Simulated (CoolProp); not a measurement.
Vapour-liquid equilibrium of R22 (1) + cyclohexane (2) at 25.45 °C; x and y are mole fractions of (1).

Values from CoolProp's multi-fluid Helmholtz-energy mixture model, Kamei 1995 and Zhou 2014; pair parameters Bell 2016.

### Question
Give the bubble pressure and the first vapour's composition at x = 0.2, 0.35, 0.5. Is there an azeotrope?

### Answer
x = 0.2: 0.4105 MPa, y = 0.968; x = 0.35: 0.5807 MPa, y = 0.978; x = 0.5: 0.6882 MPa, y = 0.983. No azeotrope shows between x = 0.05 and 0.95.

Pair parameters are fitted to limited data, so mixtures are less certain than the pure fluids. The gap from Raoult's law changes sign with composition, which may be real or a fault of the pair parameters; it wasn't checked against measurements. With so large a gap from Raoult's law the liquid may split in two, which this calculation doesn't test in full.
